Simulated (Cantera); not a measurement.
A perfectly stirred reactor is fed with H2 : O2 : N2 = 0.42 : 1 : 0.71 (molar parts), equivalence ratio 0.21, at 71000 Pa; it is held at 848 K, and followed from long to short residence time.

Model: GRI-Mech 3.0 (53 species, 325 reactions), integrated in Cantera. Below about 950 K walls govern HO2 and H2O2 in real vessels. The temperature is held fixed by assumption; the heat of reaction is taken as removed at once.

Question: Predict: x(H2) at τ = 14.0 s; x(O2) at τ = 14.0 s; x(OH) at τ = 14.0 s; x(N2O) at τ = 14.0 s; x(H2) at τ = 56.0 ms; x(O2) at τ = 56.0 ms.

Answer: 
```json
{
 "x(H2) at τ = 14.0 s": "0.0983",
 "x(O2) at τ = 14.0 s": "0.440",
 "x(OH) at τ = 14.0 s": "9.90e-9",
 "x(N2O) at τ = 14.0 s": "1.37e-9",
 "x(H2) at τ = 56.0 ms": "0.197",
 "x(O2) at τ = 56.0 ms": "0.469"
}
```
